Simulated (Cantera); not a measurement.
Input: 1 mol Si, 3.9 mol HCl, 15 mol N₂, held at 352 °C and 13.3 mbar.

Cantera equilibrium calculation (NASA polynomials, part measured and part estimated; ideal gas, pure solids and liquids). Candidate condensed phases: NH₄Cl, Si, Si₃N₄; 28 gas species. N₂ is the only nitrogen source here; it is nearly inert below about 1500 K, so the nitride shown seldom forms there in practice. Kinetics and transport are ignored.

Base state: N₂ 0.813, HCl 0.0982, H₂ 0.0589, SiCl₄ 0.0295 (mole fractions); condensed: Si₃N₄(s).

Q: What changes in the equilibrium state with this change: N₂ from 15 to 0.62 mol?

A: 
```csv
species,before,after
H₂,0.0589,0.392
HCl,0.0982,0.295
SiCl₄,0.0295,0.196
N₂,0.813,0.118
SiHCl₃,8.54e-7,1.26e-5
NH₃,4.73e-6,3.09e-5
"Si₃N₄(s), mol",0.156,0.0971
```
